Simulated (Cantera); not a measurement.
An isothermal, constant-pressure homogeneous reactor starts with CH4 : H2 : N2 = 0.02 : 1 : 0.0083 (molar parts), at 2450 K and 26.3 Torr.

Model: GRI-Mech 3.0 (53 species, 325 reactions), integrated in Cantera. GRI-Mech 3.0 stops at C3 and has no aromatics, soot or wall deposition, so with more carbon than oxygen in the feed, carbon stays in small species such as C2H2 where larger ones or solid carbon would form. Radical loss at walls, strong at low pressure, is not modelled.

x: mole fraction; the columns are a selection and need not sum to one.

```
t (s)        x CH4   x H2   x C2H4       x H     x C2H
--------  --------  -----  -------  --------  --------
5.00e-6     0.0194  0.972  1.23e-9  0.000149    <1e-12
1.89e-5     0.0192  0.972  7.41e-8  0.000636    <1e-12
7.15e-5     0.0185  0.970        …         …  1.63e-10
0.000271    0.0161  0.964  4.42e-5   0.00908   7.85e-8
0.00102    0.00804  0.953  6.03e-5    0.0236   5.65e-6
0.00387    0.00106  0.946  3.43e-6    0.0357   2.05e-5
0.0147    0.000106  0.935  7.15e-7    0.0480   3.03e-5
0.0554           …  0.914        …         …         …
0.210      5.02e-6  0.886  2.58e-7    0.0969   6.32e-5
0.793      4.50e-6  0.882  2.39e-7     0.102   6.62e-5
3.00       4.51e-6  0.882  2.37e-7     0.102   6.55e-5
```

Problem. Complete the blanks.

Solution. 
- 7.15e-5, x C2H4: 2.89e-6
- 7.15e-5, x H: 0.00249
- 0.0554, x CH4: 1.28e-5
- 0.0554, x C2H4: 4.16e-7
- 0.0554, x H: 0.0694
- 0.0554, x C2H: 4.46e-5
